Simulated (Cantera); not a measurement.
A closed system holds: 1 mol Si3N4, a varied amount of H2O, 420 mol N2, held at 1602 °C and 101000 Pa.

These are equilibrium values from Cantera (NASA tables, ideal gas, pure condensed phases), not measurements of a reactor. Candidate condensed phases: H2O, Si, SiO2, Si2N2O, Si3N4; 35 gas species. Equilibrium is a limit: real reactors are often held back by kinetics, nucleation or transport.

### Question
At 0.012 mol H2O, list the 3 most abundant gas species with their mole fractions, and the condensed phases.

### Answer
N2 1.000, SiO 2.86e-5, H2 2.69e-5. Condensed: Si3N4(s).
